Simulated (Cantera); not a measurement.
Feed: 1 mol H₂O, 0.39 mol O₂, 3.5 mol H₂, at 2027 °C and 0.100 bar.

Method: chemical equilibrium by Gibbs-energy minimisation in Cantera with the NASA 1993 tables (ideal gas, pure condensed phases). Candidate condensed phases: H₂O; 9 gas species. The numbers say what is thermodynamically allowed, not how fast it happens.

Base state: H₂ 0.586, H₂O 0.388, H 0.0234, OH 0.00250, O 6.82e-5, O₂ 1.88e-5 (mole fractions); condensed: gas only.

Question: What changes in the equilibrium state with this change: O₂ from 0.39 to 0.14 mol?

Answer: 
```tsv
species	before	after
H₂	0.586	0.694
H₂O	0.388	0.279
H	0.0234	0.0255
O₂	1.88e-5	6.95e-6
O	6.82e-5	4.14e-5
```
